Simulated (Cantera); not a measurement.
# Adiabatic ignition

An adiabatic, constant-volume homogeneous reactor starts with 17.6 % H2, 16.6 % O2, 62.6 % N2, 3.17 % H2O, at 1573 K and 4.74 atm.

Computed with Cantera and the H2/O2 subset of GRI-Mech 3.0, which has no nitrogen chemistry. The hydrogen kinetics of GRI-Mech 3.0 are dated; newer H2 mechanisms differ, most at raised pressure.

```json
[
 {"t (s)": "2.00e-6", "T (K)": "1601", "P (bar)": "4.88", "x H2": "0.160", "x O2": "0.158", "x H2O": "0.0439", "x OH": "0.00211", "x H": "0.00742", "x H2O2": "3.75e-6"},
 {"t (s)": "6.59e-6", "T (K)": "2753", "P (bar)": "7.80", "x H2": "0.00845", "x O2": "0.0787", "x H2O": "0.200", "x OH": "0.0262", "x H": "0.00408", "x H2O2": "1.64e-6"},
 {"t (s)": "2.17e-5", "T (K)": "2819", "P (bar)": "7.95", "x H2": "0.00611", "x O2": "0.0793", "x H2O": "0.206", "x OH": "0.0235", "x H": "0.00244", "x H2O2": "2.12e-6"},
 {"t (s)": "7.14e-5", "T (K)": "2819", "P (bar)": "7.95", "x H2": "0.00611", "x O2": "0.0793", "x H2O": "0.206", "x OH": "0.0235", "x H": "0.00244", "x H2O2": "2.12e-6"},
 {"t (s)": "0.000235", "T (K)": "2819", "P (bar)": "7.95", "x H2": "0.00611", "x O2": "0.0793", "x H2O": "0.206", "x OH": "0.0235", "x H": "0.00244", "x H2O2": "2.12e-6"},
 {"t (s)": "0.000775", "T (K)": "2819", "P (bar)": "7.95", "x H2": "0.00611", "x O2": "0.0793", "x H2O": "0.206", "x OH": "0.0235", "x H": "0.00244", "x H2O2": "2.12e-6"},
 {"t (s)": "0.00255", "T (K)": "2819", "P (bar)": "7.95", "x H2": "0.00611", "x O2": "0.0793", "x H2O": "0.206", "x OH": "0.0235", "x H": "0.00244", "x H2O2": "2.12e-6"},
 {"t (s)": "0.00840", "T (K)": "2819", "P (bar)": "7.95", "x H2": "0.00611", "x O2": "0.0793", "x H2O": "0.206", "x OH": "0.0235", "x H": "0.00244", "x H2O2": "2.12e-6"},
 {"t (s)": "0.0277", "T (K)": "2819", "P (bar)": "7.95", "x H2": "0.00611", "x O2": "0.0793", "x H2O": "0.206", "x OH": "0.0235", "x H": "0.00244", "x H2O2": "2.12e-6"},
 {"t (s)": "0.0911", "T (K)": "2819", "P (bar)": "7.95", "x H2": "0.00611", "x O2": "0.0793", "x H2O": "0.206", "x OH": "0.0235", "x H": "0.00244", "x H2O2": "2.12e-6"},
 {"t (s)": "0.300", "T (K)": "2819", "P (bar)": "7.95", "x H2": "0.00611", "x O2": "0.0793", "x H2O": "0.206", "x OH": "0.0235", "x H": "0.00244", "x H2O2": "2.12e-6"}
]
```
x: mole fraction; the columns are a selection and need not sum to one.

The time of steepest temperature rise is 2.49 µs. The temperature at 0.300 s is 2819 K, the equilibrium temperature is 2819 K and the x(H2) at 0.300 s is 0.00611 (gas-phase equilibrium 0.00611). The x(O2) at 0.300 s is 0.0793 (gas-phase equilibrium 0.0793). The x(H2O) at 0.300 s comes out as 0.206 (gas-phase equilibrium 0.206).
